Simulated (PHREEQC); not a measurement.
A made-up water analysis in mg/L, 15 °C, pH 6.98, pe -0.1:

```tsv
constituent	mg/L
Na	0.0239
K	1.13
Ca	2.41
Mg	0.618
Cl	1.93
S(6) as SO4	2.48
Alkalinity as HCO3	5.81
Fe(2)	0.00994
N(-3) as NH4	0.0122
```

Valence states are taken as typed.

All values are PHREEQC results (ion-association model, wateq4f.dat), not measurements.

Precipitation was switched off in this run.

### Question
What charge-balance error does the model give?

### Answer
charge-balance error 0.2 %.

### Question
In which forms is C present?

### Answer
HCO3- 79 %, CO2 21 % of the C.
